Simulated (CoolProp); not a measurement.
Vapour-liquid equilibrium of carbonyl sulfide (1) + propane (2) at 55.5 kPa; x and y are mole fractions of (1).

The numbers come from the multi-fluid Helmholtz-energy mixture model, Lemmon 2006 and Lemmon 2009; pair parameters Bell 2016 in CoolProp.

```
x      bubble temperature (°C)  y at the bubble point  dew temperature at overall composition x (°C)  liquid density (mol/L)
-----  -----------------------  ---------------------  ---------------------------------------------  ----------------------
0.05                     -55.6                  0.081                                          -55.3                     ___
0.125                    -56.5                  0.186                                          -56.0                   14.11
0.2                      -57.2                  0.278                                            ___                   14.50
0.275                    -57.9                  0.361                                          -57.2                   14.90
0.35                     -58.4                  0.438                                          -57.8                   15.32
0.425                    -58.9                    ___                                            ___                     ___
0.5                      -59.4                  0.582                                          -58.9                   16.22
0.575                    -59.9                  0.651                                          -59.4                     ___
0.65                     -60.3                  0.718                                          -59.9                   17.22
0.725                      ___                  0.783                                          -60.4                   17.75
0.8                      -61.2                  0.846                                          -60.9                   18.32
0.875                    -61.6                  0.907                                          -61.4                   18.91
0.95                       ___                  0.964                                          -61.9                   19.54
```

Q: Fill in the missing entries.

A: 
- 0.05, liquid density (mol/L): 13.74
- 0.2, dew temperature at overall composition x (°C): -56.6
- 0.425, y at the bubble point: 0.512
- 0.425, dew temperature at overall composition x (°C): -58.3
- 0.425, liquid density (mol/L): 15.76
- 0.575, liquid density (mol/L): 16.71
- 0.725, bubble temperature (°C): -60.8
- 0.95, bubble temperature (°C): -62.1

No azeotrope shows between x = 0.05 and 0.95.

The pair parameters rest on a limited set of measurements; away from them the model extrapolates.
